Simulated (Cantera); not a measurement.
Input: 1 mol SiCl4, 32 mol N2, held at 1325 K and 100000 Pa.

These are equilibrium values from Cantera (NASA tables, ideal gas, pure condensed phases), not measurements of a reactor. Candidate condensed phases: Si, Si3N4; 13 gas species. The tables' values for SiCl3 are old estimates; treat these amounts as uncertain. Equilibrium is a limit: real reactors are often held back by kinetics, nucleation or transport.

Q: What is the equilibrium state?

A: 
```json
{
 "x(N2)": "0.970",
 "x(SiCl4)": "0.0303",
 "x(SiCl3)": "3.21e-5",
 "x(Cl)": "2.65e-5",
 "x(Cl2)": "2.95e-6",
 "gas_amount": "33.00 mol",
 "log10 activity of Si(s) (absent)": "-9.75"
}
```
